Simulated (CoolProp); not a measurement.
Vapour-liquid equilibrium of acetone (1) + benzene (2) at 466.9 K; x and y are mole fractions of (1).

The numbers come from the multi-fluid Helmholtz-energy mixture model, Lemmon 2006 and Thol 2012; pair parameters Bell 2016 in CoolProp.

```tsv
x	bubble pressure (MPa)	y at the bubble point	dew pressure at overall composition x (MPa)	liquid density (mol/L)
0.05	1.376	0.090	1.341	8.570
0.125	1.486	0.205	1.409	8.607
0.2	1.589	0.302	1.482	8.646
0.275	1.687	0.388	1.560	8.685
0.35	1.780	0.465	1.643	8.725
0.425	1.870	0.536	1.731	8.767
0.5	1.956	0.603	1.824	8.810
0.575	2.041	0.666	1.920	8.855
0.65	2.123	0.727	2.019	8.902
0.725	2.205	0.787	2.121	8.951
0.8	2.285	0.845	2.223	9.002
0.875	2.364	0.903	2.325	9.056
0.95	2.442	0.961	2.427	9.113
```

No azeotrope shows between x = 0.05 and 0.95.

Pair parameters are fitted to limited data, so mixtures are less certain than the pure fluids.
